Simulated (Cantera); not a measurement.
An adiabatic, constant-pressure homogeneous reactor starts with CH₄ : CO : O₂ : N₂ = 1 : 0.37 : 5.33 : 25 (molar parts), at 1500 K and 0.286 atm. Integrator tolerance rtol = 1e-08.

Computed with Cantera and GRI-Mech 3.0 (53 species, 325 reactions).

What does this change do: constant volume in place of constant pressure?


```tsv
quantity	before	after
time of steepest temperature rise	2.79 ms	2.74 ms
temperature at 5.00 s	2198 K	2339 K
equilibrium temperature	2198 K	2339 K
x(CH₄) at 5.00 s	<1e-12 (gas-phase equilibrium <1e-12)	<1e-12 (gas-phase equilibrium <1e-12)
x(CO) at 5.00 s	0.00151 (gas-phase equilibrium 0.00151)	0.00293 (gas-phase equilibrium 0.00293)
x(O₂) at 5.00 s	0.0944 (gas-phase equilibrium 0.0944)	0.0926 (gas-phase equilibrium 0.0926)
x(OH) at 5.00 s	0.00430 (gas-phase equilibrium 0.00430)	0.00646 (gas-phase equilibrium 0.00646)
x(C₂H) at 5.00 s	<1e-12 (gas-phase equilibrium <1e-12)	<1e-12 (gas-phase equilibrium <1e-12)
x(C₂H₆) at 5.00 s	<1e-12 (gas-phase equilibrium <1e-12)	<1e-12 (gas-phase equilibrium <1e-12)
x(NO) at 5.00 s	0.00845 (gas-phase equilibrium 0.00845)	0.0113 (gas-phase equilibrium 0.0113)
```
